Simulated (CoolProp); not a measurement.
Saturation properties of tetradecamethylhexasiloxane (MD4M) (Tc = 653.2 K, pc = 828.6 kPa, ω = 0.800).

Model: reference Helmholtz-energy equation of state, Thol 2019, in CoolProp.

```csv
T (K),p (kPa),liquid density (kg/m³),enthalpy of vaporisation (kJ/kg),liquid cp (kJ/(kg K)),surface tension (mN/m)
407.8,1.882,779.1,138.2,[?],11.1
424.7,3.931,761.8,132.9,1.987,10.1
441.5,7.561,744.2,127.7,2.020,9.09
458.4,13.65,726.1,122.3,2.053,8.14
475.3,23.23,707.4,116.9,2.086,7.21
492.1,37.50,688.2,111.4,2.119,6.32
509,58.12,668.1,105.7,[?],5.45
525.8,86.58,647.1,99.85,2.186,4.62
542.7,[?],624.6,93.58,2.222,3.82
559.6,176.0,600.5,86.86,2.261,3.07
576.4,241.1,574.2,79.55,2.306,2.36
593.3,324.4,544.4,71.26,2.363,1.69
```

What belongs in the gaps?


- 407.8, liquid cp (kJ/(kg K)): 1.953
- 509, liquid cp (kJ/(kg K)): 2.152
- 542.7, p (kPa): 125.2

It boils at 532.8 K under 1 atm.

Surface tension comes from a separate correlation (Mulero 2014), older than this fluid's equation and unchecked against measurements.
